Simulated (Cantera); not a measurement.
Input: 1 mol Si(CH3)4, 0.056 mol C3H8, 1.1 mol H2, held at 1077 °C and 1.20 mbar.

Equilibrium computed with Cantera from the NASA thermochemical tables; the gas is ideal and each condensed phase is pure. Candidate condensed phases: C, C6H6, C7H8, C8H18, Si, SiC; 87 gas species. Equilibrium is a limit: real reactors are often held back by kinetics, nucleation or transport.

Base state: H2 1.000, H 6.88e-5 (mole fractions); condensed: C(graphite) + SiC(s).

What changes in the equilibrium state with this change: 0.2 mol CO2 added?


```json
[
 {"species": "H2", "before": "1.000", "after": "0.948"},
 {"species": "CO", "before": "0", "after": "0.0517"},
 {"species": "H", "before": "6.88e-5", "after": "6.70e-5"},
 {"species": "SiO", "before": "0", "after": "5.04e-5"},
 {"species": "C(graphite), mol", "before": "3.17", "after": "2.97"},
 {"species": "SiC(s), mol", "before": "1.00", "after": "1.000"}
]
```
Further candidate phases: H2O, SiO2.

What changes in the equilibrium state with this change: temperature from 1077 °C to 1675 °C?


```json
[
 {"species": "H2", "before": "1.000", "after": "0.966"},
 {"species": "H", "before": "6.88e-5", "after": "0.0321"},
 {"species": "Si", "before": "<1e-9", "after": "0.000871"},
 {"species": "SiC2", "before": "<1e-9", "after": "2.81e-5"},
 {"species": "SiH", "before": "<1e-9", "after": "2.28e-5"},
 {"species": "Si2C", "before": "<1e-9", "after": "1.90e-5"},
 {"species": "C2H2 (acetylene)", "before": "1.24e-6", "after": "0.000521"},
 {"species": "C(graphite), mol", "before": "3.17", "after": "3.17"},
 {"species": "SiC(s), mol", "before": "1.00", "after": "0.993"}
]
```
